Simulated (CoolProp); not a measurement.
Properties of CF4 (R14) along the isobar 1270 kPa (Tc = -45.8 °C, pc = 3762 kPa, ω = 0.178).

Computed with CoolProp (reference Helmholtz-energy equation of state, Platzer 1990). This equation is an older, rougher fit.

```json
[
 {"T (°C)": "-53.15", "phase": "gas", "cp (kJ/(kg K))": "0.6702", "cv (kJ/(kg K))": "0.4942", "Joule-Thomson coefficient (K/MPa)": "12.64", "isothermal compressibility (1/MPa)": "0.9327"},
 {"T (°C)": "-36.75", "phase": "gas", "cp (kJ/(kg K))": "(withheld)", "cv (kJ/(kg K))": "0.5145", "Joule-Thomson coefficient (K/MPa)": "10.17", "isothermal compressibility (1/MPa)": "0.8902"},
 {"T (°C)": "-20.25", "phase": "gas", "cp (kJ/(kg K))": "0.6771", "cv (kJ/(kg K))": "0.5375", "Joule-Thomson coefficient (K/MPa)": "8.415", "isothermal compressibility (1/MPa)": "0.8639"},
 {"T (°C)": "-3.85", "phase": "gas", "cp (kJ/(kg K))": "0.6923", "cv (kJ/(kg K))": "0.5614", "Joule-Thomson coefficient (K/MPa)": "7.114", "isothermal compressibility (1/MPa)": "0.8462"},
 {"T (°C)": "12.55", "phase": "gas", "cp (kJ/(kg K))": "0.7102", "cv (kJ/(kg K))": "0.5855", "Joule-Thomson coefficient (K/MPa)": "6.108", "isothermal compressibility (1/MPa)": "0.8335"},
 {"T (°C)": "28.95", "phase": "gas", "cp (kJ/(kg K))": "0.7293", "cv (kJ/(kg K))": "0.6091", "Joule-Thomson coefficient (K/MPa)": "5.311", "isothermal compressibility (1/MPa)": "0.8239"},
 {"T (°C)": "45.35", "phase": "gas", "cp (kJ/(kg K))": "0.7488", "cv (kJ/(kg K))": "0.6321", "Joule-Thomson coefficient (K/MPa)": "4.664", "isothermal compressibility (1/MPa)": "0.8165"},
 {"T (°C)": "61.75", "phase": "gas", "cp (kJ/(kg K))": "(withheld)", "cv (kJ/(kg K))": "(withheld)", "Joule-Thomson coefficient (K/MPa)": "4.132", "isothermal compressibility (1/MPa)": "0.8106"},
 {"T (°C)": "78.15", "phase": "gas", "cp (kJ/(kg K))": "(withheld)", "cv (kJ/(kg K))": "0.6749", "Joule-Thomson coefficient (K/MPa)": "3.687", "isothermal compressibility (1/MPa)": "0.8059"},
 {"T (°C)": "94.55", "phase": "gas", "cp (kJ/(kg K))": "0.8046", "cv (kJ/(kg K))": "0.6947", "Joule-Thomson coefficient (K/MPa)": "3.311", "isothermal compressibility (1/MPa)": "0.8020"}
]
```

Question: Some entries are withheld; supply them.

Answer: 
- -36.75, cp (kJ/(kg K)): 0.6675
- 61.75, cp (kJ/(kg K)): 0.7680
- 61.75, cv (kJ/(kg K)): 0.6540
- 78.15, cp (kJ/(kg K)): 0.7867
